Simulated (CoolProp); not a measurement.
Vapour-liquid equilibrium of C2F6 (R116) (1) + propylene (2) at 248.2 K; x and y are mole fractions of (1).

The numbers come from the multi-fluid Helmholtz-energy mixture model, Lemmon 2006 and Lemmon 2013; pair parameters Bell 2016 in CoolProp.

| x | bubble pressure (bar) | y at the bubble point | dew pressure at overall composition x (bar) | liquid density (mol/L) |
|---|---|---|---|---|
| 0.05 | 4.528 | 0.433 | 2.696 | 13.51 |
| 0.125 | 6.377 | 0.602 | 2.931 | 13.06 |
| 0.2 | 7.369 | 0.662 | 3.209 | 12.63 |
| 0.275 | 7.891 | 0.690 | 3.544 | 12.22 |
| 0.35 | 8.181 | 0.706 | 3.953 | 11.83 |
| 0.425 | 8.374 | ? | 4.466 | 11.46 |
| 0.5 | ? | 0.730 | ? | 11.11 |
| 0.575 | 8.698 | 0.744 | 5.990 | 10.80 |
| 0.65 | 8.861 | 0.764 | 7.153 | 10.51 |
| 0.725 | 9.013 | 0.790 | 8.478 | 10.26 |
| 0.8 | 9.131 | ? | 9.054 | 10.04 |
| 0.875 | 9.180 | 0.875 | 9.180 | 9.861 |
| 0.95 | 9.115 | 0.942 | ? | 9.710 |

What belongs in the gaps?


- 0.425, y at the bubble point: 0.718
- 0.5, bubble pressure (bar): 8.538
- 0.5, dew pressure at overall composition x (bar): 5.123
- 0.8, y at the bubble point: 0.826
- 0.95, dew pressure at overall composition x (bar): 9.099

y crosses x between x = 0.875 and 0.95: the model has an azeotrope there.

The pair parameters rest on a limited set of measurements; away from them the model extrapolates. With so large a gap from Raoult's law the liquid may split in two, which this calculation doesn't test in full.
